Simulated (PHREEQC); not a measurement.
Solution (25 °C): 0.0043 mol CaCl2, 0.022 mol Na2SO4 and 0.097 mol KNO3 per kg of water. It is in equilibrium with CO2 at log p = -3.5 (atm). Otherwise closed; pH follows from the charge balance.

Equilibrium calculation in PHREEQC: ion-association model, phreeqc.dat.

The pH is 5.74 and the ionic strength is 0.163 mol/kgw. The specific conductance is 15400 µS/cm. The density comes out as 1.006 g/cm³.

| species | molality | activity | log γ |
|---|---|---|---|
| NO3- | 0.0970 | 0.0691 | -0.147 |
| K+ | 0.0937 | 0.0682 | -0.138 |
| Na+ | 0.0429 | 0.0325 | -0.120 |
| SO4-2 | 0.0166 | 0.00522 | -0.502 |
| Cl- | 0.00860 | 0.00628 | -0.136 |
| Ca+2 | 0.00330 | 0.00112 | -0.468 |
| KSO4- | 0.00330 | 0.00250 | -0.120 |
| NaSO4- | 0.00112 | 0.000851 | -0.120 |
| CaSO4 | 0.00100 | 0.00104 | 0.016 |

Precipitation was switched off in this run.
